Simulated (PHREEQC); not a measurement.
0.023 g of hydrous ferric oxide (600 m²/g; 0.2 weak and 0.005 strong sites per Fe, Dzombak-Morel constants, diffuse double layer) in 1 kg of water with 0.005 mol/kgw of an inert sodium salt and 0.019 mmol/kgw Na2SO4 and 0.00074 mmol/kgw ZnSO4, at 25 °C; the pH is set by adding NaOH or the inert anion's acid. Oxygen alone is held at its pressure in air (log pO2 = -0.68). The system is closed to CO2. Nothing may precipitate in this run.

Base run: PHREEQC, ion-association model, wateq4f.dat. Each further column changes one thing. The table gives Zn sorbed (%).

```json
[
 {"pH": "4", "base": "0.0", "no electrostatic term (-no_edl)": "0.0", "background salt from 0.005 to 0.0005 mol/kgw": "0.0", "oxide from 0.023 to 0.11 g/kgw": "0.0", "0.00015 mol/kgw CaCl2 added": "0.0"},
 {"pH": "5.5", "base": "2.2", "no electrostatic term (-no_edl)": "4.6", "background salt from 0.005 to 0.0005 mol/kgw": "2.6", "oxide from 0.023 to 0.11 g/kgw": "6.9", "0.00015 mol/kgw CaCl2 added": "2.2"},
 {"pH": "6.5", "base": "42.4", "no electrostatic term (-no_edl)": "72.9", "background salt from 0.005 to 0.0005 mol/kgw": "45.3", "oxide from 0.023 to 0.11 g/kgw": "79.8", "0.00015 mol/kgw CaCl2 added": "41.9"},
 {"pH": "8", "base": "99.6", "no electrostatic term (-no_edl)": "99.7", "background salt from 0.005 to 0.0005 mol/kgw": "99.6", "oxide from 0.023 to 0.11 g/kgw": "100.0", "0.00015 mol/kgw CaCl2 added": "98.6"},
 {"pH": "9.5", "base": "100.0", "no electrostatic term (-no_edl)": "97.1", "background salt from 0.005 to 0.0005 mol/kgw": "100.0", "oxide from 0.023 to 0.11 g/kgw": "100.0", "0.00015 mol/kgw CaCl2 added": "94.8"},
 {"pH": "10.5", "base": "99.9", "no electrostatic term (-no_edl)": "38.4", "background salt from 0.005 to 0.0005 mol/kgw": "99.9", "oxide from 0.023 to 0.11 g/kgw": "100.0", "0.00015 mol/kgw CaCl2 added": "47.0"},
 {"pH": "12", "base": "96.8", "no electrostatic term (-no_edl)": "0.0", "background salt from 0.005 to 0.0005 mol/kgw": "97.6", "oxide from 0.023 to 0.11 g/kgw": "99.6", "0.00015 mol/kgw CaCl2 added": "0.2"}
]
```
